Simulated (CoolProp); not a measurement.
A closed Brayton cycle with carbon dioxide: compressor inlet 330.15 K and 9 MPa, high pressure 17.4 MPa, turbine inlet 965 K, compressor efficiency 0.8, turbine efficiency 0.9, recuperator effectiveness 0.8 (on enthalpy, no pinch check). Each further row changes one setting.

Computed with CoolProp (reference Helmholtz-energy equation of state, Span 1996).

```json
[
 {"case": "as stated", "thermal efficiency (%)": "25.4", "net work (kJ/kg)": "71.4", "compressor to turbine work": "0.32", "compressor exit (K)": "385.3", "turbine exit (K)": "876.6"},
 {"case": "turbine inlet 915 K", "thermal efficiency (%)": "24.9", "net work (kJ/kg)": "65.6", "compressor to turbine work": "0.34", "compressor exit (K)": "385.3", "turbine exit (K)": "829.7"},
 {"case": "compressor inlet 340.15 K", "thermal efficiency (%)": "24.9", "net work (kJ/kg)": "66.8", "compressor to turbine work": "0.36", "compressor exit (K)": "399.7", "turbine exit (K)": "876.6"},
 {"case": "high pressure 14.8 MPa", "thermal efficiency (%)": "21.8", "net work (kJ/kg)": "55.5", "compressor to turbine work": "0.31", "compressor exit (K)": "371.4", "turbine exit (K)": "897.9"},
 {"case": "recuperator effectiveness 0.5", "thermal efficiency (%)": "15.7", "net work (kJ/kg)": "71.4", "compressor to turbine work": "0.32", "compressor exit (K)": "385.3", "turbine exit (K)": "876.6"}
]
```
